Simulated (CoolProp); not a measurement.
Vapour-liquid equilibrium of cyclohexane (1) + dimethyl carbonate (2) at 135.35 °C; x and y are mole fractions of (1).

Model: multi-fluid Helmholtz-energy mixture model, Zhou 2014 and Zhou 2011; pair parameters Bell 2016, in CoolProp.

Question: Give the bubble pressure and the first vapour's composition at x = 0.05, 0.35, 0.65. Is there an azeotrope?

Answer: x = 0.05: 393.6 kPa, y = 0.132; x = 0.35: 499.7 kPa, y = 0.460; x = 0.65: 512.2 kPa, y = 0.609. y crosses x between x = 0.5 and 0.65: the model has an azeotrope there.

Pair parameters are fitted to limited data, so mixtures are less certain than the pure fluids.
